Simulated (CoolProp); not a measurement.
A simple Rankine cycle with R134a: condensing at 324.15 K, boiler at 3.12 MPa, turbine inlet 363.3 K, turbine efficiency 0.8, pump efficiency 0.7, no recuperator. Each further row changes one setting.

The numbers come from the reference Helmholtz-energy equation of state, Tillner-Roth 1994 in CoolProp.

```
case                             thermal efficiency (%)  net work (kJ/kg)  heat in (kJ/kg)  turbine exit temperature (K)  volume ratio over the turbine
-------------------------------  ----------------------  ----------------  ---------------  ----------------------------  -----------------------------
as stated                                           6.2              9.65              156                         324.2                              …
turbine inlet 383.3 K                               6.6                 …              190                         347.5                           2.50
condensing temperature 316.15 K                     7.5                 …              168                         316.2                              …
boiler pressure 2.18 MPa                            4.1              7.46              181                         343.8                           1.68
turbine efficiency 0.7                              5.2              8.16              156                         324.2                           2.76
```

Complete the blanks.


- as stated, volume ratio over the turbine: 2.74
- turbine inlet 383.3 K, net work (kJ/kg): 12.7
- condensing temperature 316.15 K, net work (kJ/kg): 12.5
- condensing temperature 316.15 K, volume ratio over the turbine: 3.42

The expansion ends wet for: as stated; condensing temperature 316.15 K; turbine efficiency 0.7.
